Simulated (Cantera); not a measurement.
What does this Cantera script print?

```python
import numpy as np
import cantera as ct

gas_names = [...]  # 115 gases of nasa_gas.yaml made of C, Ca, H, O
cond_names = """
    C(gr) C6H6(L) C7H8(L) C8H18(L),n-octa Ca(a) Ca(b) Ca(L) CaCO3(caL) CaO(s) CaO(L) CaO2H2(s) H2O(s)
    H2O(L)
""".split()


# ... load() reads the species with a 1 bar reference pressure and builds the phases ...
atoms = {
    'Ca(OH)2': {'Ca': 1, 'O': 2, 'H': 2},
    'CO2': {'C': 1, 'O': 2},
}
top_T = {'C(gr)': 4500}  # K; cautious upper limits of use, not melting points


# ... equilibrate(T, P, feed) seeds the gas with the atoms and calls Mixture.equilibrate('TP', solver="vcs", rtol=1e-11, max_steps=5000) ...
results = []
feed = {'Ca(OH)2': 1, 'CO2': 2.6}  # mol
P = 100000  # Pa
for T in [1300, 1375, 1450, 1525, 1600, 1675, 1750, 1825, 1900, 1975]:
    mix = equilibrate(T, P, feed)
    results.append((T, P, feed, dict(zip(mix.species_names, mix.species_moles))))

top = {s: max(r[3][s] / sum(r[3][g] for g in gas_names) for r in results) for s in gas_names}
cols = sorted((s for s in top if top[s] > 0.0001), key=lambda s: -top[s])[:7]
seen = [c for c in cond_names if any(r[3].get(c, 0) > 1e-12 for r in results)]
print("log10 of partial pressures in bar; condensed amounts in mol")
print(f"{'T/K':>10s}" + "".join(f"{s[:9]:>10s}" for s in cols + seen))
for T, P, feed, n in results:
    ng = sum(n[g] for g in gas_names)
    print(f"{T:10.4g}" + "".join(f"{np.log10(max(n[s] / ng * P / 1e5, 1e-99)):10.3f}" for s in cols)
          + "".join(f"{n.get(c, 0):10.4g}" for c in seen))
```

It prints:

```
log10 of partial pressures in bar; condensed amounts in mol
       T/K       CO2       H2O        CO        O2        OH        H2    CaO(s)
      1300    -0.141    -0.556    -4.562    -4.789    -5.785    -5.224         1
      1375    -0.141    -0.556    -4.147    -4.386    -5.327    -4.878         1
      1450    -0.141    -0.556    -3.776    -4.025    -4.917    -4.567         1
      1525    -0.142    -0.556    -3.442    -3.700    -4.547    -4.287         1
      1600    -0.142    -0.557    -3.140    -3.405    -4.212    -4.032         1
      1675    -0.142    -0.557    -2.865    -3.137    -3.907    -3.800         1
      1750    -0.143    -0.558    -2.615    -2.892    -3.629    -3.588         1
      1825    -0.145    -0.558    -2.387    -2.668    -3.373    -3.393         1
      1900    -0.147    -0.560    -2.177    -2.462    -3.139    -3.214         1
      1975    -0.150    -0.561    -1.984    -2.274    -2.922    -3.047    0.9999
```

Cantera equilibrium calculation (NASA polynomials, part measured and part estimated; ideal gas, pure solids and liquids).
